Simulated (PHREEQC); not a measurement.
A column of 0.2 m (40 cells, dispersivity 0.01 m, 300 s a shift, diffusion coefficient 3e-10 m²/s) holds 0.058 eq of the database's cation exchanger X per kg of pore water, first in equilibrium with 0.0069 mol ZnSO4 and 1e-05 mol HCl per kg of water. It is flushed with 0.029 mol Na2SO4, 0.00033 mol KCl, 0.013 mol ZnCl2 and 1e-05 mol HCl per kg of water, at 25 °C. Values are for the last cell. The system is closed to CO2. No solid was allowed to form.

Equilibrium calculation in PHREEQC: ion-association model, phreeqc.dat.

**Question.** Predict Na in solution (mol/kgw) at pore volumes = 1.512, 3.388.

**Answer.** 
```tsv
pore volumes	Na in solution (mol/kgw)
1.512	0.0461
3.388	0.0580
```
